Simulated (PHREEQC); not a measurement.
Dissolve 0.0038 mol/kgw Na2SeO4 and 0.0043 mol/kgw H2SO4 at 25 °C. Closed to the air; pH follows from the charge balance.

All values are PHREEQC results (ion-association model, wateq4f.dat), not measurements.

This is a speciation only: nothing precipitates in the calculation.

Problem. Order these S species by the share of S that they hold, largest first: SO4-2, NaSO4-, HSO4-.

Solution. SO4-2 (71 %), HSO4- (28 %), NaSO4- (1.5 %)

The pH is 2.22 and the ionic strength 0.0206 mol/kgw. Species that the database lacks are ignored.
